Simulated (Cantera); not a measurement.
## Catalytic stagnation flow on Pt

A jet of 1.41 % CH4, 13.0 % O2, 85.6 % N2, equivalence ratio 0.22 at 300 K and 36.0 Torr hits a platinum plate 3.1 cm away at a mass flux of 0.054 kg/m²/s; the plate temperature is set and raised in steps from an oxygen-covered start.

Model: Deutschmann's 1995 Pt surface mechanism with GRI-Mech 3.0 gas chemistry, integrated in Cantera. Catalytic surfaces can have several steady states; this one follows from the mechanism file's or the stated starting coverage.

```
plate T (K)  wall x CH4  wall x O2  wall x H2O  wall x OH  wall x CO  wall x CO2  θ free Pt   θ O*
-----------  ----------  ---------  ----------  ---------  ---------  ----------  ---------  -----
950             0.00926      0.120     0.00898    6.83e-8    5.17e-6     0.00589      0.295  0.705
1000            0.00770      0.116      0.0119    1.94e-7    5.83e-6     0.00778      0.366  0.634
1050            0.00638      0.114      0.0143    4.85e-7    6.46e-6     0.00937      0.436  0.563
1100            0.00534      0.111      0.0162    1.08e-6    7.15e-6      0.0106      0.504  0.495
1150            0.00454      0.110      0.0176    2.22e-6    8.00e-6      0.0116      0.569  0.431
```
x: mole fraction at the wall; θ: surface coverage.
